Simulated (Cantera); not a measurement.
Feed: 1 mol HBr, 0.14 mol H2O, held at 3225 K and 13300 Pa.

Cantera equilibrium calculation (NASA polynomials, part measured and part estimated; ideal gas, pure solids and liquids). Candidate condensed phases: Br2, H2O; 12 gas species. Rates play no part.

Base state: Br 0.468, H 0.293, H2 0.127, HBr 0.0421, O 0.0268, H2O 0.0216, OH 0.0194, O2 0.00178 (mole fractions); condensed: gas only.

What changes in the equilibrium state with this change: H2O from 0.14 to 0.11 mol?


```json
[
 {"species": "Br", "before": "0.468", "after": "0.481"},
 {"species": "H", "before": "0.293", "after": "0.293"},
 {"species": "H2", "before": "0.127", "after": "0.126"},
 {"species": "O", "before": "0.0268", "after": "0.0219"},
 {"species": "H2O", "before": "0.0216", "after": "0.0176"},
 {"species": "OH", "before": "0.0194", "after": "0.0158"},
 {"species": "HBr", "before": "0.0421", "after": "0.0432"},
 {"species": "O2", "before": "0.00178", "after": "0.00119"},
 {"species": "Br2", "before": "5.44e-5", "after": "5.76e-5"}
]
```

What changes in the equilibrium state with this change: pressure from 13300 Pa to 3400000 Pa?


```
species   before     after
-------  -------  --------
HBr       0.0421     0.440
Br         0.468     0.289
H2         0.127     0.143
H          0.293    0.0195
O         0.0268  0.000423
H2O       0.0216    0.0977
OH        0.0194   0.00519
Br2      5.44e-5   0.00529
O2       0.00178  0.000113
```
The ideal-gas law is rough above about 30 bar.

What changes in the equilibrium state with this change: temperature from 3225 K to 2948.15 K?


```json
[
 {"species": "Br", "before": "0.468", "after": "0.487"},
 {"species": "H2", "before": "0.127", "after": "0.183"},
 {"species": "H", "before": "0.293", "after": "0.157"},
 {"species": "HBr", "before": "0.0421", "after": "0.0920"},
 {"species": "O", "before": "0.0268", "after": "0.00811"},
 {"species": "H2O", "before": "0.0216", "after": "0.0558"},
 {"species": "OH", "before": "0.0194", "after": "0.0153"},
 {"species": "Br2", "before": "5.44e-5", "after": "0.000122"},
 {"species": "O2", "before": "0.00178", "after": "0.000982"}
]
```
